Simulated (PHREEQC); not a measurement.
A solution holds 0.0017 mol HF, 0.00046 mol NH3 and 0.25 mol LiCl per kg of water, at 60 °C. Closed to the air; pH follows from the charge balance.

Equilibrium calculation in PHREEQC: ion-association model, wateq4f.dat.

The ionic strength comes out as 0.251 mol/kgw. What activity coefficients do Cl-, F-, Li+, NH4+, H+ get?

Cl- 0.68, F- 0.67, Li+ 0.73, NH4+ 0.72, H+ 0.78.

No solid was allowed to form. At this temperature some constants are extrapolated from 25 °C, and those without enthalpy data are left unchanged.
